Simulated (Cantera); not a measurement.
## Al₂O₃ + H₂ (sublimation and decomposition of ceramics)

Feed: 1 mol Al₂O₃, 0.27 mol H₂, held at 1575 °C.

Method: chemical equilibrium by Gibbs-energy minimisation in Cantera with the NASA 1993 tables (ideal gas, pure condensed phases). Candidate condensed phases: Al, Al₂O₃, H₂O; 19 gas species. The tables' values for AlOH are old estimates; treat these amounts as uncertain. Equilibrium is a limit: real reactors are often held back by kinetics, nucleation or transport.

From 1.00 Pa to 1000000 Pa the condensed part is Al₂O₃(s). The main Al-bearing gas is Al at 1.00 Pa and AlH at 1000000 Pa.

```csv
P (Pa),log p H₂,log p H,log p H₂O,log p Al,n Al₂O₃(s)
1,-5.07,-5.81,-7.79,-7.98,1.000
16,-3.81,-5.18,-7.02,-7.24,1.000
250,-2.61,-4.58,-6.29,-6.54,1.000
4000,-1.40,-3.98,-5.54,-5.85,1.000
63000,-0.20,-3.38,-4.77,-5.20,1.000
1000000,1.00,-2.78,-3.96,-4.61,1.000
```
log p: log10 of the partial pressure in bar; n: condensed amount in mol.
